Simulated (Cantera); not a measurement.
Cantera run, input and output.

```python
import numpy as np
import cantera as ct

gas = ct.Solution("gri30.yaml")


def delay(T, t_max=10):
    gas.TPX = T, 101325, {'CH4': 1, 'O2': 0.909, 'N2': 3.42, 'H2O': 0.36}
    reactor = ct.IdealGasReactor(gas, clone=False)
    net = ct.ReactorNet([reactor])
    net.rtol, net.atol = 1e-8, 1e-16
    while net.time < t_max:
        t_old, T_old = net.time, reactor.T
        net.step()
        if reactor.T > T + 400:  # ignition: a rise of 400 K
            return t_old + (T + 400 - T_old) / (reactor.T - T_old) * (net.time - t_old)
    return np.nan


taus = []
for T in [1100, 1150, 1200, 1250, 1300, 1350, 1400]:
    taus.append(delay(T))
    print(f"T0 = {T:6g} K   tau = {taus[-1]:.4e} s")
```

Output:

```
T0 =   1100 K   tau = 3.4063e-01 s
T0 =   1150 K   tau = 1.5946e-01 s
T0 =   1200 K   tau = 7.7548e-02 s
T0 =   1250 K   tau = 3.8965e-02 s
T0 =   1300 K   tau = 2.0120e-02 s
T0 =   1350 K   tau = 1.0637e-02 s
T0 =   1400 K   tau = 5.7503e-03 s
```

Model: GRI-Mech 3.0 (53 species, 325 reactions), integrated in Cantera.
